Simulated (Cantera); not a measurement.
Reactions in the system B-N-O

Source: NASA polynomial tables (part measured, part estimated), evaluated in Cantera. Values are per mole of reaction as written; species without (g) are pure solids or liquids, kept so even where they would boil at 1 bar.

N2(g) + B2O2(g) → 2 BN + 2 O(g)

```
T (K)  ΔH° (kJ)  ΔS° (J/K)  ΔG° (kJ)  log10 K
-----  --------  ---------  --------  -------
1073      462.5      -69.4     536.9   -26.14
1173      464.5      -67.5     543.7   -24.21
1273      466.6      -65.8     550.4   -22.58
1373      468.8      -64.2     556.9   -21.19
1473      470.9      -62.7     563.2   -19.97
1573      473.0      -61.3     569.4   -18.91
1673      475.2      -60.0     575.5   -17.97
1773      477.3      -58.7     581.4   -17.13
1873      479.4      -57.6     587.3   -16.38
1973      481.5      -56.5     593.0   -15.70
```

2 BN + 2 NO2(g) → B2O2(g) + 2 N2O(g)

| T (K) | ΔH° (kJ) | ΔS° (J/K) | ΔG° (kJ) | log10 K |
|---|---|---|---|---|
| 1073 | 142.9 | 180.5 | -50.7 | 2.47 |
| 1173 | 142.2 | 179.8 | -68.8 | 3.06 |
| 1273 | 141.4 | 179.2 | -86.7 | 3.56 |
| 1373 | 140.5 | 178.5 | -104.6 | 3.98 |
| 1473 | 139.7 | 177.9 | -122.4 | 4.34 |
| 1573 | 138.8 | 177.3 | -140.2 | 4.65 |
| 1673 | 137.9 | 176.8 | -157.9 | 4.93 |
| 1773 | 137.0 | 176.3 | -175.5 | 5.17 |
| 1873 | 136.1 | 175.8 | -193.1 | 5.39 |
| 1973 | 135.2 | 175.3 | -210.7 | 5.58 |
